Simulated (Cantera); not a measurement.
An isothermal, constant-pressure homogeneous reactor starts with 43.5 % NO, 56.5 % N₂, at 1950 K and 1.00 bar.

Detailed kinetics in Cantera: GRI-Mech 3.0 (53 species, 325 reactions).

Task: Predict: x(NO) at 8.00 s; x(N₂) at 8.00 s; x(O) at 8.00 s; x(O₂) at 8.00 s; x(NO₂) at 8.00 s.

Result: 
```json
{
  "x(NO) at 8.00 s": "0.0165 (gas-phase equilibrium 0.00670)",
  "x(N₂) at 8.00 s": "0.774 (gas-phase equilibrium 0.779)",
  "x(O) at 8.00 s": "0.000208 (gas-phase equilibrium 0.000210)",
  "x(O₂) at 8.00 s": "0.209 (gas-phase equilibrium 0.214)",
  "x(NO₂) at 8.00 s": "3.10e-5 (gas-phase equilibrium 1.27e-5)"
}
```
